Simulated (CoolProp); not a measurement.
A single-stage vapour-compression cycle with isobutane: evaporating at 237.15 K (dew point), condensing at 285.15 K (bubble point), superheat 0 K, subcooling 2 K, compressor efficiency 0.8, no pressure losses. Each further row changes one setting.

Computed with CoolProp (reference Helmholtz-energy equation of state, Bücker 2006).

```tsv
case	cooling COP	pressure ratio	discharge temperature (K)	refrigerating effect (kJ/kg)	volumetric capacity (kJ/m³)
as stated	3.31	6.72	297.8	283	299
evaporating temperature 242.15 K	3.86	5.29	295.5	290	381
condensing temperature 280.15 K	3.79	5.70	292.4	295	311
subcooling 7 K	3.45	6.72	297.8	295	311
superheat 10 K	3.33	6.72	308.0	298	300
compressor efficiency 0.7	2.90	6.72	304.7	283	299
```
